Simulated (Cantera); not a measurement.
Input (Python, Cantera):

```python
import numpy as np
import cantera as ct

gas = ct.Solution("gri30.yaml")
gas.TPX = 973, 12000, {'CO': 0.0011, 'O2': 0.0057, 'H2O': 0.0019, 'N2': 1}
reactor = ct.IdealGasConstPressureReactor(gas, energy="off", clone=False)
net = ct.ReactorNet([reactor])
net.rtol, net.atol = 1e-08, 1e-18
show = ['CO', 'O2', 'H2O', 'O', 'H2']
times = np.geomspace(3e-06, 10, 15)

steps = ct.SolutionArray(gas, extra=["t"])
rows = []
print(f"{'t/s':>10s}{'T/K':>9s}{'P/Pa':>11s}" + "".join(f"{s:>11s}" for s in show))
for t in times:
    while net.time < t:
        t_next = net.step()
        steps.append(gas.state, t=t_next)
    rows.append([np.interp(t, steps.t, y) for y in (steps.T, steps.P, *steps(*show).X.T)])
    print(f"{t:10.3e}{rows[-1][0]:9.1f}{rows[-1][1]:11.4g}" + "".join(f"{x:11.3e}" for x in rows[-1][2:]))
rate = np.gradient(steps.T, steps.t)
print("integrator steps:", len(steps.t))
if steps.T.max() > steps.T[0] + 200:
    print(f"time of steepest temperature rise: {steps.t[rate.argmax()]:.4e} s")
gas.TPX = 973, 12000, {'CO': 0.0011, 'O2': 0.0057, 'H2O': 0.0019, 'N2': 1}
gas.equilibrate("TP")
print(f"equilibrium (TP): T = {gas.T:.1f} K  " + "  ".join(f"{s} {gas[s].X[0]:.3e}" for s in show))
```

Output:

```
       t/s      T/K       P/Pa         CO         O2        H2O          O         H2
 3.000e-06    973.0    1.2e+04  1.091e-03  5.651e-03  1.884e-03  1.258e-15  3.619e-26
 8.771e-06    973.0    1.2e+04  1.091e-03  5.651e-03  1.884e-03  3.678e-15  1.309e-24
 2.564e-05    973.0    1.2e+04  1.091e-03  5.651e-03  1.884e-03  1.075e-14  7.117e-24
 7.497e-05    973.0    1.2e+04  1.091e-03  5.651e-03  1.884e-03  3.143e-14  1.696e-22
 2.192e-04    973.0    1.2e+04  1.091e-03  5.651e-03  1.884e-03  9.184e-14  4.990e-21
 6.408e-04    973.0    1.2e+04  1.091e-03  5.651e-03  1.884e-03  2.681e-13  1.334e-19
 1.873e-03    973.0    1.2e+04  1.091e-03  5.651e-03  1.884e-03  7.810e-13  5.415e-18
 5.477e-03    973.0    1.2e+04  1.091e-03  5.651e-03  1.884e-03  2.268e-12  2.305e-16
 1.601e-02    973.0    1.2e+04  1.091e-03  5.651e-03  1.884e-03  6.768e-12  7.438e-15
 4.682e-02    973.0    1.2e+04  1.091e-03  5.651e-03  1.884e-03  2.660e-11  1.907e-13
 1.369e-01    973.0    1.2e+04  1.091e-03  5.651e-03  1.884e-03  3.797e-10  7.417e-12
 4.002e-01    973.0    1.2e+04  1.090e-03  5.650e-03  1.883e-03  5.134e-07  1.607e-08
 1.170e+00    973.0    1.2e+04  3.861e-04  5.296e-03  1.872e-03  1.623e-05  7.488e-06
 3.420e+00    973.0    1.2e+04  5.362e-05  5.134e-03  1.883e-03  2.142e-06  9.545e-07
 1.000e+01    973.0    1.2e+04  6.067e-06  5.111e-03  1.884e-03  2.375e-07  8.299e-08
integrator steps: 983
equilibrium (TP): T = 973.0 K  CO 1.052e-12  O2 5.106e-03  H2O 1.885e-03  O 1.405e-11  H2 2.929e-12
```

Model: GRI-Mech 3.0 (53 species, 325 reactions), integrated in Cantera.
